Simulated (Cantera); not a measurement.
Charge: 1 mol SiCl₄, 23 mol NH₃, held at 52.0 mbar.

Cantera equilibrium calculation (NASA polynomials, part measured and part estimated; ideal gas, pure solids and liquids). Candidate condensed phases: NH₄Cl, Si, Si₃N₄; 28 gas species. Gases not in the tables: Si₂H₆ and higher silanes. The numbers say what is thermodynamically allowed, not how fast it happens.

**Question.** Which condensed phases are stable at each of these points (T (K)): 775, 875, 975, 1075, 1175, 1275, 1375, 1475, 1575, 1675, 1775, 1875, 1975, 2075?

**Answer.** 
```json
[
 {"T (K)": "775", "condensed phases": "Si₃N₄(s)", "Si condensed (%)": "99.5"},
 {"T (K)": "875", "condensed phases": "Si₃N₄(s)", "Si condensed (%)": "99.7"},
 {"T (K)": "975", "condensed phases": "Si₃N₄(s)", "Si condensed (%)": "99.8"},
 {"T (K)": "1075", "condensed phases": "Si₃N₄(s)", "Si condensed (%)": "99.9"},
 {"T (K)": "1175", "condensed phases": "Si₃N₄(s)", "Si condensed (%)": "99.9"},
 {"T (K)": "1275", "condensed phases": "Si₃N₄(s)", "Si condensed (%)": "99.8"},
 {"T (K)": "1375", "condensed phases": "Si₃N₄(s)", "Si condensed (%)": "99.2"},
 {"T (K)": "1475", "condensed phases": "Si₃N₄(s)", "Si condensed (%)": "97.0"},
 {"T (K)": "1575", "condensed phases": "Si₃N₄(s)", "Si condensed (%)": "90.0"},
 {"T (K)": "1675", "condensed phases": "Si₃N₄(s)", "Si condensed (%)": "73.8"},
 {"T (K)": "1775", "condensed phases": "Si₃N₄(s)", "Si condensed (%)": "47.5"},
 {"T (K)": "1875", "condensed phases": "Si(l)", "Si condensed (%)": "35.0"},
 {"T (K)": "1975", "condensed phases": "Si(l)", "Si condensed (%)": "35.6"},
 {"T (K)": "2075", "condensed phases": "Si(l)", "Si condensed (%)": "30.2"}
]
```

From 775 K to 1775 K the condensed part is Si₃N₄(s). From 1875 K to 2075 K the condensed part is Si(l).
